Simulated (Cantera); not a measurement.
What does this Cantera script print?

```python
import numpy as np
import cantera as ct

gas = ct.Solution("h2o2.yaml")
gas.TPX = 375, 400000, {'H2': 1, 'O2': 0.312, 'N2': 1.17, 'H2O': 0.74}
flame = ct.FreeFlame(gas, width=0.015)
flame.set_refine_criteria(ratio=3, slope=0.08, curve=0.16)
flame.transport_model = "mixture-averaged"
flame.solve(loglevel=0, auto=True)
z, T = flame.grid, flame.T
thick = (T[-1] - T[0]) / np.gradient(T, z).max()
show = ['H2', 'O2', 'H2O', 'H', 'OH', 'H2O2']
print(f"laminar burning velocity  {flame.velocity[0] * 100:.3f} cm/s")
print(f"burnt temperature         {T[-1]:.1f} K")
print(f"thermal thickness         {thick * 1e3:.4f} mm")
print(f"grid points               {len(z)}")
z0 = z[flame.heat_release_rate.argmax()]
print(f"{'z/mm':>9s}{'T/K':>9s}{'u/(m/s)':>9s}" + "".join(f"{s:>11s}" for s in show))
rows = []
for k in (-3, -2, -1.5, -1, -0.5, -0.25, 0, 0.25, 0.5, 1, 2, 4, 8):
    zz = z0 + k * thick
    rows.append([k * thick, np.interp(zz, z, T), np.interp(zz, z, flame.velocity),
                 *(np.interp(zz, z, flame.X[gas.species_index(s)]) for s in show)])
    print(f"{rows[-1][0] * 1e3:9.3f}{rows[-1][1]:9.1f}{rows[-1][2]:9.3f}" + "".join(f"{x:11.3e}" for x in rows[-1][3:]))
```

Output:

```
laminar burning velocity  124.207 cm/s
burnt temperature         1798.5 K
thermal thickness         0.0792 mm
grid points               111
     z/mm      T/K  u/(m/s)         H2         O2        H2O          H         OH       H2O2
   -0.237    375.1    1.241  3.096e-01  9.694e-02  2.299e-01  5.123e-15  2.564e-13  7.283e-09
   -0.158    376.0    1.241  3.074e-01  9.724e-02  2.308e-01  6.280e-14  3.416e-12  1.064e-07
   -0.119    379.7    1.245  3.026e-01  9.786e-02  2.326e-01  6.301e-13  4.209e-11  8.493e-07
   -0.079    406.1    1.308  2.871e-01  9.945e-02  2.395e-01  4.712e-11  2.557e-09  1.215e-05
   -0.040    624.6    1.924  2.412e-01  9.564e-02  2.735e-01  6.017e-06  9.659e-06  1.641e-04
   -0.020    941.0    2.843  2.059e-01  7.818e-02  3.191e-01  5.613e-04  2.673e-04  2.180e-04
    0.000   1262.8    3.785  1.712e-01  5.186e-02  3.738e-01  3.467e-03  6.696e-04  7.447e-05
    0.020   1470.3    4.398  1.447e-01  2.823e-02  4.176e-01  7.354e-03  1.232e-03  8.161e-06
    0.040   1583.0    4.732  1.294e-01  1.368e-02  4.438e-01  9.601e-03  1.705e-03  2.790e-06
    0.079   1677.9    5.009  1.194e-01  3.143e-03  4.632e-01  9.616e-03  1.928e-03  1.305e-06
    0.158   1735.2    5.170  1.182e-01  3.665e-04  4.697e-01  6.639e-03  1.493e-03  5.380e-07
    0.317   1768.2    5.259  1.195e-01  5.389e-05  4.717e-01  3.631e-03  8.762e-04  1.946e-07
    0.633   1785.4    5.305  1.204e-01  1.210e-05  4.727e-01  1.772e-03  4.433e-04  5.804e-08
```

Computed with Cantera and the H2/O2 subset of GRI-Mech 3.0, which has no nitrogen chemistry. The hydrogen kinetics of GRI-Mech 3.0 are dated; newer H2 mechanisms differ, most at raised pressure. Burning velocities carry a grid error of a few per cent, more on coarse grids.
